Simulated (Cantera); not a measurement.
A closed system holds: 1 mol Pb, 4.8 mol H₂S, 9.4 mol H₂, equilibrated at 1550 °C and 2.40 Torr.

Cantera equilibrium calculation (NASA polynomials, part measured and part estimated; ideal gas, pure solids and liquids). Rates play no part.

```tsv
species	before	after
H₂	0.792	0.897
Pb	0.0339	0.0953
H	0.00682	0.00725
S₂	0.109	3.78e-6
SH	0.0137	8.55e-5
H₂S	0.0149	9.88e-5
PbS	0.0236	0.000390
S	0.00522	3.07e-5
```
Gas species are given as mole fractions.

### Question
Which change was made?
(A) temperature from 1550 °C to 677 °C
(B) H₂S from 4.8 to 0.076 mol
(C) H₂S from 4.8 to 2.2 mol
(D) H₂S from 4.8 to 0.0064 mol

### Answer
D, H₂S from 4.8 to 0.0064 mol
